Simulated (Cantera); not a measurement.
Input: 1 mol CaCO3, 5.5 mol H2, 8.9 mol H2O, held at 2200 K and 87.0 Pa.

Method: chemical equilibrium by Gibbs-energy minimisation in Cantera with the NASA 1993 tables (ideal gas, pure condensed phases). Candidate condensed phases: C, C6H6, C7H8, C8H18, Ca, CaCO3, CaO, Ca(OH)2, H2O; 115 gas species. Rates play no part.

Base state: H2O 0.531, H2 0.268, H 0.0988, CO 0.0435, OH 0.0274, CO2 0.0164, O 0.00704, O2 0.00590 (mole fractions); condensed: CaO(s).

Q: What changes in the equilibrium state with this change: temperature from 2200 K to 1223.15 K?

A: 
```
species        before    after
-----------  --------  -------
H2O             0.531    0.607
H2              0.268    0.328
CO2            0.0164   0.0363
H              0.0988  5.86e-6
OH             0.0274  9.75e-8
CO             0.0435   0.0287
Ca(OH)2      0.000222  2.76e-9
O             0.00704    <1e-9
O2            0.00590    <1e-9
CaO(s), mol     0.964     1.00
```

Q: What changes in the equilibrium state with this change: H2 from 5.5 to 1.7 mol?

A: 
```csv
species,before,after
H2O,0.531,0.618
H2,0.268,0.144
H,0.0988,0.0725
O2,0.00590,0.0276
O,0.00704,0.0152
CO2,0.0164,0.0347
OH,0.0274,0.0434
CO,0.0435,0.0427
Ca,0.00119,0.000551
CaOH,0.000683,0.000501
Ca(OH)2,0.000222,0.000258
CaO,3.80e-5,3.80e-5
"CaO(s), mol",0.964,0.983
```

Q: What changes in the equilibrium state with this change: pressure from 87.0 Pa to 13.3 mbar?

A: 
```csv
species,before,after
H2O,0.531,0.604
H2,0.268,0.296
CO,0.0435,0.0460
H,0.0988,0.0266
OH,0.0274,0.00756
CO2,0.0164,0.0178
Ca(OH)2,0.000222,0.000252
Ca,0.00119,7.57e-5
CaO,3.80e-5,2.48e-6
O,0.00704,0.000472
O2,0.00590,0.000406
"CaO(s), mol",0.964,0.992
```
